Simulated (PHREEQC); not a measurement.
Dissolve 0.0011 mol/kgw H2SO4, 0.00015 mol/kgw CaCl2 and 0.28 mol/kgw MnSO4 at 25 °C. Closed to the air; pH follows from the charge balance.

Computed with PHREEQC (ion-association model, wateq4f.dat).

Precipitation was switched off in this run.

Task: Predict the pH.

Result: pH 3.38.

Task: In which forms is Mn present?

Result: MnSO4 51 %, Mn+2 49 % of the Mn.
